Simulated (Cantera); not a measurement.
What does this Cantera script print?

```python
import numpy as np
import cantera as ct

gas = ct.Solution("gri30.yaml")
gas.TPX = 1348, 530, {'N2O': 1}
reactor = ct.IdealGasConstPressureReactor(gas, energy="off", clone=False)
net = ct.ReactorNet([reactor])
net.rtol, net.atol = 1e-08, 1e-18
show = ['N2O', 'NO2', 'NO', 'O', 'O2']
times = np.geomspace(8e-06, 30, 10)

steps = ct.SolutionArray(gas, extra=["t"])
rows = []
print(f"{'t/s':>10s}{'T/K':>9s}{'P/Pa':>11s}" + "".join(f"{s:>11s}" for s in show))
for t in times:
    while net.time < t:
        t_next = net.step()
        steps.append(gas.state, t=t_next)
    rows.append([np.interp(t, steps.t, y) for y in (steps.T, steps.P, *steps(*show).X.T)])
    print(f"{t:10.3e}{rows[-1][0]:9.1f}{rows[-1][1]:11.4g}" + "".join(f"{x:11.3e}" for x in rows[-1][2:]))
rate = np.gradient(steps.T, steps.t)
print("integrator steps:", len(steps.t))
if steps.T.max() > steps.T[0] + 200:
    print(f"time of steepest temperature rise: {steps.t[rate.argmax()]:.4e} s")
gas.TPX = 1348, 530, {'N2O': 1}
gas.equilibrate("TP")
print(f"equilibrium (TP): T = {gas.T:.1f} K  " + "  ".join(f"{s} {gas[s].X[0]:.3e}" for s in show))
```

It prints:

```
       t/s      T/K       P/Pa        N2O        NO2         NO          O         O2
 8.000e-06   1348.0        530  1.000e+00  1.001e-21  3.116e-10  1.572e-07  7.533e-10
 4.301e-05   1348.0        530  1.000e+00  7.549e-19  8.757e-09  8.246e-07  2.117e-08
 2.312e-04   1348.0        530  1.000e+00  5.057e-16  2.304e-07  3.898e-06  5.569e-07
 1.243e-03   1348.0        530  9.999e-01  1.878e-13  4.454e-06  1.158e-05  1.077e-05
 6.682e-03   1348.0        530  9.996e-01  1.542e-11  4.047e-05  1.399e-05  9.782e-05
 3.592e-02   1348.0        530  9.979e-01  5.231e-10  2.383e-04  1.400e-05  5.759e-04
 1.931e-01   1348.0        530  9.886e-01  1.378e-08  1.294e-03  1.400e-05  3.127e-03
 1.038e+00   1348.0        530  9.409e-01  2.408e-07  6.751e-03  1.399e-05  1.632e-02
 5.581e+00   1348.0        530  7.298e-01  2.475e-06  3.086e-02  1.399e-05  7.462e-02
 3.000e+01   1348.0        530  2.270e-01  1.453e-05  8.824e-02  1.393e-05  2.135e-01
integrator steps: 684
equilibrium (TP): T = 1348.0 K  N2O 2.704e-09  NO2 5.111e-07  NO 6.229e-04  O 3.255e-06  O2 3.330e-01
```

Detailed kinetics in Cantera: GRI-Mech 3.0 (53 species, 325 reactions). GRI-Mech 3.0 was tuned for natural gas; its chemistry of N2O as a main component is partial and can be far from experiment. Radical loss at walls, strong at low pressure, is not modelled. The mechanism lacks the step 2 NO + O2 → 2 NO2, which can matter for NO2 below about 1400 K. The temperature is held fixed by assumption; the heat of reaction is taken as removed at once.
